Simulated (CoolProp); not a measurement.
Vapour-liquid equilibrium of R143a (1) + R152A (2) at -2.75 °C; x and y are mole fractions of (1).

Computed with CoolProp (multi-fluid Helmholtz-energy mixture model, Lemmon and Jacobsen 2000 and Outcalt 1996; pair parameters Bell 2016).

```tsv
x	bubble pressure (kPa)	y at the bubble point	dew pressure at overall composition x (kPa)	liquid density (mol/L)
0.05	260.7	0.122	247.4	14.49
0.15	301.1	0.307	266.1	14.24
0.25	338.1	0.443	287.5	14.00
0.35	372.5	0.551	312.0	13.75
0.45	404.9	0.640	340.1	13.52
0.55	435.9	0.718	372.2	13.29
0.65	466.0	0.787	408.7	13.06
0.75	495.5	0.852	449.7	12.84
0.85	524.7	0.912	494.8	12.62
0.95	553.7	0.971	543.2	12.40
```

No azeotrope shows between x = 0.05 and 0.95.

The pair parameters rest on a limited set of measurements; away from them the model extrapolates.
